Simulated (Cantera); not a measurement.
Cantera run:

```python
import numpy as np
import cantera as ct

gas_names = """
    H PbS H2S
""".split()
cond_names = """
    Pb(cr) Pb(L)
""".split()


def load(file, names, dense=False):
    # The tables refer to 1 bar. Condensed volumes are neglected.
    table = {s.name: s for s in ct.Species.list_from_file(file)}
    out = []
    for n in names:
        d = dict(table[n].input_data)
        d["thermo"] = dict(d["thermo"], **{"reference-pressure": 1e5})
        if dense:
            d["equation-of-state"] = {"model": "constant-volume", "density": "1e6 g/cm^3"}
        out.append(ct.Species.from_dict(d))
    return out


species = {s.name: s for s in load("nasa_gas.yaml", gas_names) + load("nasa_condensed.yaml", cond_names)}
# Each term lists the table entries of one substance; the one whose range holds T is used.
reactions = {
    '2 H(g) + PbS(g) = Pb + H2S(g)':
        [(-2, ['H']), (-1, ['PbS']), (1, ['Pb(cr)', 'Pb(L)']), (1, ['H2S'])],
}


def pick(names, T):
    return next(species[n] for n in names if species[n].thermo.min_temp <= T <= species[n].thermo.max_temp)


results = []
for label, terms in reactions.items():
    print(label)
    print("     T/K   dH/kJ  dS/(J/K)   dG/kJ   log10 K")
    for T in [1500, 1600, 1700, 1800, 1900, 2000, 2100, 2200]:
        used = [(nu, pick(names, T)) for nu, names in terms]
        dH = sum(nu * s.thermo.h(T) for nu, s in used) / 1e6
        dS = sum(nu * s.thermo.s(T) for nu, s in used) / 1e3
        dG = dH - T * dS / 1e3
        logK = -dG * 1e6 / (ct.gas_constant * T * np.log(10))
        results.append((label, T, dH, dS, dG, logK, [s.name for _, s in used]))
        print(f"{T:8g} {dH:8.1f} {dS:8.1f} {dG:8.1f} {logK:8.2f}")
```

Result:

```
2 H(g) + PbS(g) = Pb + H2S(g)
     T/K   dH/kJ  dS/(J/K)   dG/kJ   log10 K
    1500   -590.8   -215.8   -267.1     9.30
    1600   -590.7   -215.7   -245.6     8.02
    1700   -590.5   -215.6   -224.0     6.88
    1800   -590.3   -215.5   -202.4     5.87
    1900   -590.0   -215.3   -180.9     4.97
    2000   -589.6   -215.1   -159.4     4.16
    2100   -589.2   -214.9   -137.9     3.43
    2200   -588.8   -214.7   -116.4     2.76
```

Cantera with NASA thermochemical tables; ideal gases at 1 bar, condensed phases pure. Condensed species are held in their standard states even where they would react or evaporate.
